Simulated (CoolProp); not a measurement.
R407C along the isotherm 226.85 °C: fugacity coefficient from the reference equation and from simpler models built on Tc = 86.2 °C, pc = 4.632 MPa, ω = 0.363; each cubic takes its own stable root.

Computed with CoolProp (reference Helmholtz-energy equation of state, Lemmon 2003). It is a pseudo-pure fit of the blend.

| p (MPa) | phase | reference | van der Waals | Redlich-Kwong | Soave-Redlich-Kwong |
|---|---|---|---|---|---|
| 1.45 | gas | 0.9679 | 0.9603 | 0.9617 | 0.9742 |
| 2.89 | gas | 0.9372 | 0.9217 | 0.9251 | 0.9499 |
| 4.34 | gas | 0.9075 | 0.8837 | 0.8900 | 0.9267 |
| 5.79 | supercritical | 0.8792 | 0.8466 | 0.8565 | 0.9051 |
| 7.24 | supercritical | 0.8523 | 0.8108 | 0.8250 | 0.8849 |
| 8.68 | supercritical | 0.8272 | 0.7768 | 0.7956 | 0.8664 |
| 10.1 | supercritical | 0.8039 | 0.7453 | 0.7688 | 0.8496 |
| 11.6 | supercritical | 0.7812 | 0.7152 | 0.7430 | 0.8336 |
